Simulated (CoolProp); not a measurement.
Aqueous sodium chloride as a coolant, 8 % by mass, freezing at -5.1 °C, 1 atm.

Computed with CoolProp (Melinder's fits for secondary coolants).

| T (°C) | density (kg/m³) | viscosity (mPa s) | Prandtl number | conductivity (W/(m K)) |
|---|---|---|---|---|
| -0.9 | 1061 | 2.05 | 13.9 | 0.555 |
| 2.4 | 1061 | 1.85 | 12.4 | 0.561 |
| 5.7 | 1060 | 1.67 | (withheld) | 0.567 |
| 9 | 1059 | 1.52 | 10.1 | 0.572 |
| 12.3 | 1058 | 1.39 | 9.13 | (withheld) |
| 15.6 | 1057 | 1.28 | 8.30 | 0.583 |
| 18.9 | 1056 | 1.18 | 7.59 | 0.589 |
| 22.2 | 1055 | 1.09 | 6.97 | (withheld) |
| 25.5 | (withheld) | 1.01 | 6.42 | 0.600 |
| 28.8 | 1053 | 0.944 | 5.95 | 0.605 |
| 32 | 1051 | 0.886 | 5.54 | 0.610 |

Question: Complete the blanks.

Answer: 
- 5.7, Prandtl number: 11.2
- 12.3, conductivity (W/(m K)): 0.578
- 22.2, conductivity (W/(m K)): 0.594
- 25.5, density (kg/m³): 1054
